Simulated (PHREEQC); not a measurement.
**Buffer with silver or lead bath**

Solution A (0.0012 mol/kgw NaHCO3, 0.092 mol/kgw KOH and 0.00031 mol/kgw LiCl) is mixed with solution B (30 mmol/kgw AgNO3 and 0.068 mmol/kgw HNO3) at 25 °C; shares are by mass of water, 1 kg in all. O2 is buffered at 0.21 atm. The system is closed to CO2. The run lets Cerargyrite, Ag2O, Ag2CO3, Halite, Nahcolite, Natron precipitate or redissolve, and no other solid.

The numbers come from PHREEQC with the ion-association model, wateq4f.dat.

```json
[
 {"share of solution B": "0", "pH": "12.84", "Ag2O (mol)": "0", "Ag2CO3 (mol)": "0", "Cerargyrite (mol)": "0", "Ag in solution (mol/kgw)": "0"},
 {"share of solution B": "0.05", "pH": "12.82", "Ag2O (mol)": "0.000741", "Ag2CO3 (mol)": "0", "Cerargyrite (mol)": "0", "Ag in solution (mol/kgw)": "1.85e-5"},
 {"share of solution B": "0.15", "pH": "12.75", "Ag2O (mol)": "0.00224", "Ag2CO3 (mol)": "0", "Cerargyrite (mol)": "0", "Ag in solution (mol/kgw)": "1.63e-5"},
 {"share of solution B": "0.2", "pH": "12.72", "Ag2O (mol)": "0.00299", "Ag2CO3 (mol)": "0", "Cerargyrite (mol)": "0", "Ag in solution (mol/kgw)": "1.52e-5"},
 {"share of solution B": "0.25", "pH": "12.68", "Ag2O (mol)": "0.00374", "Ag2CO3 (mol)": "0", "Cerargyrite (mol)": "0", "Ag in solution (mol/kgw)": "1.41e-5"},
 {"share of solution B": "0.35", "pH": "12.59", "Ag2O (mol)": "0.00524", "Ag2CO3 (mol)": "0", "Cerargyrite (mol)": "0", "Ag in solution (mol/kgw)": "1.20e-5"},
 {"share of solution B": "0.4", "pH": "12.53", "Ag2O (mol)": "0.00599", "Ag2CO3 (mol)": "0", "Cerargyrite (mol)": "0", "Ag in solution (mol/kgw)": "1.09e-5"},
 {"share of solution B": "0.45", "pH": "12.47", "Ag2O (mol)": "0.00675", "Ag2CO3 (mol)": "0", "Cerargyrite (mol)": "0", "Ag in solution (mol/kgw)": "9.90e-6"},
 {"share of solution B": "0.55", "pH": "12.30", "Ag2O (mol)": "0.00825", "Ag2CO3 (mol)": "0", "Cerargyrite (mol)": "0", "Ag in solution (mol/kgw)": "8.01e-6"},
 {"share of solution B": "0.6", "pH": "12.18", "Ag2O (mol)": "0.00900", "Ag2CO3 (mol)": "0", "Cerargyrite (mol)": "0", "Ag in solution (mol/kgw)": "7.25e-6"},
 {"share of solution B": "0.65", "pH": "12.01", "Ag2O (mol)": "0.00975", "Ag2CO3 (mol)": "0", "Cerargyrite (mol)": "0", "Ag in solution (mol/kgw)": "6.89e-6"},
 {"share of solution B": "0.75", "pH": "10.52", "Ag2O (mol)": "0.0112", "Ag2CO3 (mol)": "0", "Cerargyrite (mol)": "7.37e-5", "Ag in solution (mol/kgw)": "7.20e-5"},
 {"share of solution B": "0.8", "pH": "8.63", "Ag2O (mol)": "0.00906", "Ag2CO3 (mol)": "0.000216", "Cerargyrite (mol)": "6.16e-5", "Ag in solution (mol/kgw)": "0.00538"},
 {"share of solution B": "0.85", "pH": "8.30", "Ag2O (mol)": "0.00678", "Ag2CO3 (mol)": "0.000169", "Cerargyrite (mol)": "4.61e-5", "Ag in solution (mol/kgw)": "0.0115"},
 {"share of solution B": "0.95", "pH": "7.99", "Ag2O (mol)": "0.00224", "Ag2CO3 (mol)": "5.45e-5", "Cerargyrite (mol)": "1.52e-5", "Ag in solution (mol/kgw)": "0.0239"},
 {"share of solution B": "1", "pH": "4.23", "Ag2O (mol)": "0", "Ag2CO3 (mol)": "0", "Cerargyrite (mol)": "0", "Ag in solution (mol/kgw)": "0.0300"}
]
```

Ag2O from share of solution B = 0.05 (pH 12.82), last present at share of solution B = 0.95; Cerargyrite from share of solution B = 0.7 (pH 11.72), last present at share of solution B = 0.95; Ag2CO3 from share of solution B = 0.8 (pH 8.63), last present at share of solution B = 0.95.
